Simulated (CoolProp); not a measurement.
The fluid at 293.15 K and 6.5 MPa is throttled through a valve to 4.11 MPa with no heat exchange. The same conditions are run with several fluids, on thermodynamics alone (safety and materials aside).

Values from CoolProp's reference Helmholtz-energy equation of state of each fluid (chlorine: Thol 2021; neopentane: Lemmon 2006; decamethyltetrasiloxane (MD2M): Thol 2017; R236FA: Pan 2012; dodecamethylpentasiloxane (MD3M): Thol 2019).

| fluid | temperature change (K) | final density (kg/m³) |
|---|---|---|
| chlorine | +0.7 | 1420 |
| neopentane | +0.9 | 596 |
| decamethyltetrasiloxane (MD2M) | +1.1 | 858 |
| R236FA | +0.5 | 1390 |
| dodecamethylpentasiloxane (MD3M) | +1.1 | 879 |
